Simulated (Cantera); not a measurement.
A perfectly stirred reactor is fed with 16.1 % CO, 9.33 % H₂, 14.0 % O₂, 52.4 % N₂, 8.20 % H₂O, equivalence ratio 0.91, at 1.30 bar; it is adiabatic with a 500 K inlet, and is followed from long to short residence time, starting on the burning branch (τ in s: 0.094, 0.03, 0.0097, 0.0031, 0.00099, 0.00032, 0.0001, 3.2e-05, 1e-05, 3.3e-06).

Model: GRI-Mech 3.0 (53 species, 325 reactions), integrated in Cantera.

x: mole fraction; the columns are a selection and need not sum to one.

| τ (s) | T (K) | x CO | x H₂ | x O₂ | x N₂O | x H₂O |
|---|---|---|---|---|---|---|
| 0.094 | 2292 | 0.0135 | 0.00276 | 0.0196 | 2.18e-7 | 0.193 |
| 0.030 | 2277 | 0.0153 | 0.00314 | 0.0211 | 2.23e-7 | 0.192 |
| 0.0097 | 2238 | 0.0194 | 0.00409 | 0.0236 | 2.29e-7 | 0.190 |
| 0.0031 | 2161 | 0.0267 | 0.00597 | 0.0277 | 2.21e-7 | 0.185 |
| 0.00099 | 2046 | 0.0362 | 0.00875 | 0.0332 | 1.97e-7 | 0.179 |
| 0.00032 | 1897 | [?] | [?] | [?] | [?] | 0.171 |
| 0.00010 | [?] | [?] | [?] | [?] | [?] | 0.162 |
| 3.2e-5 | 500 | 0.161 | 0.0933 | 0.140 | <1e-12 | 0.0820 |
| 1.0e-5 | 500 | 0.161 | 0.0933 | 0.140 | <1e-12 | 0.0820 |
| 3.3e-6 | 500 | 0.161 | 0.0933 | 0.140 | <1e-12 | 0.0820 |

Problem. What belongs in the gaps?

Solution. 
- 0.00032, x CO: 0.0468
- 0.00032, x H₂: 0.0120
- 0.00032, x O₂: 0.0398
- 0.00032, x N₂O: 1.70e-7
- 0.00010, T (K): 1696
- 0.00010, x CO: 0.0623
- 0.00010, x H₂: 0.0149
- 0.00010, x O₂: 0.0494
- 0.00010, x N₂O: 1.46e-7
